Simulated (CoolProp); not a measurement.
A Linde-Hampson liquefier for normal hydrogen: isothermal reversible compression at 280 K from 1 atm to 20 MPa, throttling to 1 atm, return gas leaving the recuperator 2 K below the feed. Each further row changes one setting.

The numbers come from the reference Helmholtz-energy equation of state, Leachman 2009 in CoolProp.

```csv
case,compression work (kJ/kg of gas)
as stated,6250
high pressure 40 MPa,7200
warm-end temperature 310 K,6910
warm-end gap 7 K,6250
```
